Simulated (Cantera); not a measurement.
**Reactions in the system C-H-O-Ta**

Cantera with NASA thermochemical tables; ideal gases at 1 bar, condensed phases pure. Values are per mole of reaction as written; species without (g) are pure solids or liquids, kept so even where they would boil at 1 bar.

2 Ta2O5 + 5 CH3OH(g) ⇌ 10 H2O(g) + 5 CO(g) + 4 Ta

| T (K) | ΔH° (kJ) | ΔS° (J/K) | ΔG° (kJ) | log10 K |
|---|---|---|---|---|
| 300 | 2126.0 | 1557.6 | 1658.7 | -288.80 |
| 573 | 2133.0 | 1578.6 | 1228.4 | -111.98 |
| 723 | 2124.3 | 1565.4 | 992.5 | -71.70 |
| 873 | 2110.5 | 1548.2 | 759.0 | -45.41 |
| 1023 | 2093.3 | 1530.0 | 528.1 | -26.96 |
| 1173 | 2074.0 | 1512.4 | 299.9 | -13.36 |
| 1323 | 2053.6 | 1496.1 | 74.3 | -2.93 |
| 1473 | 2032.5 | 1481.0 | -148.9 | 5.28 |
| 1623 | 2011.0 | 1467.0 | -370.0 | 11.91 |
| 1773 | 1989.2 | 1454.2 | -589.1 | 17.36 |
| 1923 | 1967.3 | 1442.4 | -806.3 | 21.90 |
